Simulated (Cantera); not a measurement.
An isothermal, constant-pressure homogeneous reactor starts with C2H6 : N2 = 1 : 2.6 (molar parts), at 1825 K and 0.132 atm.

Detailed kinetics in Cantera: GRI-Mech 3.0 (53 species, 325 reactions). GRI-Mech 3.0 stops at C3 and has no aromatics, soot or wall deposition, so with more carbon than oxygen in the feed, carbon stays in small species such as C2H2 where larger ones or solid carbon would form.

x: mole fraction; the columns are a selection and need not sum to one.

```tsv
t (s)	x C2H6	x H	x CH3	x C2H2	x C2H4	x C2H	x HCN
5.00e-6	0.245	0.000422	0.0323	5.50e-6	0.00318	3.77e-10	1.42e-8
1.82e-5	0.134	0.00154	0.0619	0.00271	0.0530	(withheld)	6.92e-7
6.64e-5	0.0108	0.00226	0.0285	0.0568	0.0875	(withheld)	2.53e-6
0.000242	0.000371	0.000852	0.00571	0.121	0.0339	(withheld)	3.21e-6
0.000882	7.35e-5	0.000437	0.00239	0.147	0.00797	2.36e-6	3.27e-6
0.00321	4.29e-5	0.000434	0.00184	0.157	0.00130	2.33e-6	3.40e-6
0.0117	1.69e-5	0.000512	0.00118	0.166	0.000550	(withheld)	3.91e-6
0.0427	2.61e-6	0.000627	0.000482	0.174	0.000214	(withheld)	5.23e-6
0.156	2.01e-7	0.000705	0.000137	0.177	0.000168	3.44e-6	7.36e-6
0.567	2.01e-8	0.000723	4.02e-5	0.178	0.000165	3.52e-6	9.89e-6
2.07	9.07e-9	0.000725	2.38e-5	0.178	0.000166	3.52e-6	1.42e-5
7.53	8.91e-9	0.000725	2.35e-5	0.178	0.000166	3.52e-6	2.98e-5
27.4	8.90e-9	0.000725	2.34e-5	0.178	0.000165	3.52e-6	9.17e-5
100	8.90e-9	0.000725	2.34e-5	0.178	0.000165	3.52e-6	0.000317
```

### Question
Fill in the missing entries.

### Answer

- 1.82e-5, x C2H: 6.74e-7
- 6.64e-5, x C2H: 7.66e-6
- 0.000242, x C2H: 4.27e-6
- 0.0117, x C2H: 2.63e-6
- 0.0427, x C2H: 3.10e-6
